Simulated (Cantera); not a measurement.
A freely propagating, adiabatic, planar premixed flame of CO : H₂ : CH₄ : O₂ : N₂ : H₂O = 1 : 0.054 : 0.5 : 1.39 : 5.22 : 0.68 (molar parts), unburnt at 450 K and 500000 Pa; mixture-averaged transport, grid criteria slope 0.08 and curve 0.16, no radiation.

Detailed kinetics in Cantera: GRI-Mech 3.0 (53 species, 325 reactions). Burning velocities carry a grid error of a few per cent, more on coarse grids.

Predict: laminar burning velocity; thermal thickness; peak x(C₂H₆).


```
Item                         Result
------------------------  ---------
laminar burning velocity  48.6 cm/s
thermal thickness          0.113 mm
peak x(C₂H₆)               0.000296
```
